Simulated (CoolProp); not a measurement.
Vapour pressure (MPa) of C2F6 (R116): the reference equation beside estimates from Tc = 293.0 K, pc = 3.048 MPa, ω = 0.257.

The numbers come from the reference Helmholtz-energy equation of state, Lemmon 2006 in CoolProp. It is a short technical equation, of lower accuracy than the large ones.

| T (K) | reference | Lee-Kesler | van der Waals | Redlich-Kwong | Peng-Robinson |
|---|---|---|---|---|---|
| 225.2 | 0.4013 | 0.4033 | 0.9678 | 0.5594 | 0.3996 |
| 228.3 | 0.4518 | 0.4542 | 1.033 | 0.6190 | 0.4502 |
| 231.5 | 0.5089 | 0.5116 | 1.102 | 0.6851 | 0.5073 |
| 234.6 | 0.5691 | 0.5722 | 1.172 | 0.7535 | 0.5676 |
| 237.7 | 0.6345 | 0.6378 | 1.245 | 0.8266 | 0.6333 |
| 240.9 | 0.7077 | 0.7113 | 1.324 | 0.9070 | 0.7069 |
| 244 | 0.7844 | 0.7882 | 1.402 | 0.9898 | 0.7841 |
| 247.1 | 0.8671 | 0.8711 | 1.484 | 1.078 | 0.8675 |
| 250.3 | 0.9591 | 0.9632 | 1.571 | 1.174 | 0.9604 |
| 253.4 | 1.055 | 1.059 | 1.659 | 1.272 | 1.057 |
| 256.5 | 1.158 | 1.162 | 1.749 | 1.376 | 1.161 |
| 259.7 | 1.272 | 1.276 | 1.846 | 1.489 | 1.276 |
| 262.8 | 1.389 | 1.394 | 1.942 | 1.604 | 1.396 |

Absolute difference from the reference over all 13 rows, mean and median: Lee-Kesler 0.5 and 0.5 %, van der Waals 83.3 and 78.7 %, Redlich-Kwong 26.7 and 26.2 %, Peng-Robinson 0.2 and 0.3 %.
